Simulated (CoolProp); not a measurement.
Vapour-liquid equilibrium of propane (1) + cyclopropane (2) at 0.535 MPa; x and y are mole fractions of (1).

Computed with CoolProp (multi-fluid Helmholtz-energy mixture model, Lemmon 2009 and Polt 1992; pair parameters Bell 2016). This equation is an older, rougher fit; its heat capacities, sound speeds and derivatives of the liquid may be far off and weren't checked against measurements.

```
x      bubble temperature (K)  y at the bubble point  dew temperature at overall composition x (K)  liquid density (mol/L)
-----  ----------------------  ---------------------  --------------------------------------------  ----------------------
0.05                    286.2                  0.076                                         286.6                   14.91
0.125                   284.8                  0.180                                         285.5                   14.64
0.2                     283.4                  0.273                                         284.5                   14.36
0.275                   282.3                  0.356                                         283.4                   14.10
0.35                    281.2                  0.433                                         282.4                   13.83
0.425                   280.4                  0.504                                         281.3                   13.58
0.5                     279.6                  0.570                                         280.4                   13.33
0.575                   278.9                  0.634                                         279.5                   13.09
0.65                    278.4                  0.695                                         278.8                   12.86
0.725                   277.9                  0.757                                         278.1                   12.63
0.8                     277.5                  0.819                                         277.6                   12.41
0.875                   277.3                  0.883                                         277.3                   12.20
0.95                    277.2                  0.951                                         277.2                   12.00
```

No azeotrope shows between x = 0.05 and 0.95.

Pair parameters are fitted to limited data, so mixtures are less certain than the pure fluids.
